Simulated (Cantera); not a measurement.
Stirred combustor or abatement burner

A perfectly stirred reactor is fed with CH₄ : CO : O₂ : N₂ = 1 : 0.13 : 1.88 : 7.06 (molar parts), equivalence ratio 1.1, at 1.01 bar; it is adiabatic with a 775 K inlet, and is followed from long to short residence time, starting on the burning branch (τ in s: 0.13, 0.047, 0.017, 0.0065, 0.0024, 0.00089, 0.00033, 0.00012, 4.5e-05, 1.7e-05).

Cantera simulation using GRI-Mech 3.0 (53 species, 325 reactions); the numbers are that mechanism's predictions, not measurements.

```tsv
τ (s)	T (K)	x CH₄	x CO	x O₂	x CH₂	x CH₂CO
0.13	2461	1.10e-6	0.0358	0.00426	7.67e-8	4.81e-10
0.047	2455	2.87e-6	0.0361	0.00464	2.00e-7	1.27e-9
0.017	2440	7.02e-6	0.0369	0.00545	4.86e-7	3.19e-9
0.0065	2411	1.53e-5	0.0385	0.00686	1.02e-6	7.23e-9
0.0024	2360	3.27e-5	0.0411	0.00908	1.97e-6	1.62e-8
0.00089	2290	7.05e-5	0.0442	0.0119	3.56e-6	3.76e-8
0.00033	2210	0.000162	0.0477	0.0153	6.49e-6	1.05e-7
0.00012	2128	0.000426	0.0522	0.0197	1.32e-5	4.27e-7
4.5e-5	2037	0.00139	0.0608	0.0284	3.26e-5	3.09e-6
1.7e-5	775	0.0993	0.0129	0.187	<1e-12	<1e-12
```
x: mole fraction; the columns are a selection and need not sum to one.
